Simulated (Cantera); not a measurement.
Cantera run:

```python
import numpy as np
import cantera as ct

gas_names = """
    Mg MgN MgO Mg2 N NO NO2 NO3 N2 N2O O O2 O3
""".split()
cond_names = """
    Mg(cr) Mg(L) MgO(s) MgO(L)
""".split()


# ... load() reads the species with a 1 bar reference pressure and builds the phases ...
atoms = {
    'MgO': {'Mg': 1, 'O': 1},
    'N2': {'N': 2},
}
top_T = {}  # K; cautious upper limits of use, not melting points


# ... equilibrate(T, P, feed) seeds the gas with the atoms and calls Mixture.equilibrate('TP', solver="vcs", rtol=1e-11, max_steps=5000) ...
results = []
feed = {'MgO': 1, 'N2': 6.8}  # mol
P = 10000  # Pa
for T in [1650, 1750, 1850, 1950, 2050, 2150, 2250, 2350, 2450, 2550, 2650, 2750]:
    mix = equilibrate(T, P, feed)
    results.append((T, P, feed, dict(zip(mix.species_names, mix.species_moles))))

top = {s: max(r[3][s] / sum(r[3][g] for g in gas_names) for r in results) for s in gas_names}
cols = sorted((s for s in top if top[s] > 1e-05), key=lambda s: -top[s])[:9]
seen = [c for c in cond_names if any(r[3].get(c, 0) > 1e-12 for r in results)]
print("log10 of partial pressures in bar; condensed amounts in mol")
print(f"{'T/K':>10s}" + "".join(f"{s[:9]:>10s}" for s in cols + seen))
for T, P, feed, n in results:
    ng = sum(n[g] for g in gas_names)
    print(f"{T:10.4g}" + "".join(f"{np.log10(max(n[s] / ng * P / 1e5, 1e-99)):10.3f}" for s in cols)
          + "".join(f"{n.get(c, 0):10.4g}" for c in seen))
```

It prints:

```
log10 of partial pressures in bar; condensed amounts in mol
       T/K        N2        Mg        O2         O        NO       MgO    MgO(s)
      1650    -1.000    -7.560    -9.681    -9.427    -7.572   -11.317         1
      1750    -1.000    -6.808    -8.539    -8.395    -6.836   -10.130         1
      1850    -1.000    -6.131    -7.537    -7.483    -6.188    -9.072    0.9999
      1950    -1.000    -5.514    -6.661    -6.676    -5.617    -8.123    0.9998
      2050    -1.000    -4.947    -5.897    -5.960    -5.115    -7.269    0.9992
      2150    -1.000    -4.422    -5.228    -5.323    -4.673    -6.495    0.9974
      2250    -1.001    -3.935    -4.639    -4.753    -4.280    -5.791     0.992
      2350    -1.003    -3.483    -4.116    -4.238    -3.929    -5.148    0.9771
      2450    -1.007    -3.064    -3.648    -3.772    -3.614    -4.559    0.9386
      2550    -1.016    -2.675    -3.224    -3.346    -3.331    -4.018    0.8445
      2650    -1.039    -2.314    -2.838    -2.955    -3.078    -3.518    0.6187
      2750    -1.089    -1.979    -2.484    -2.594    -2.861    -3.056   0.05844
```

Method: chemical equilibrium by Gibbs-energy minimisation in Cantera with the NASA 1993 tables (ideal gas, pure condensed phases).
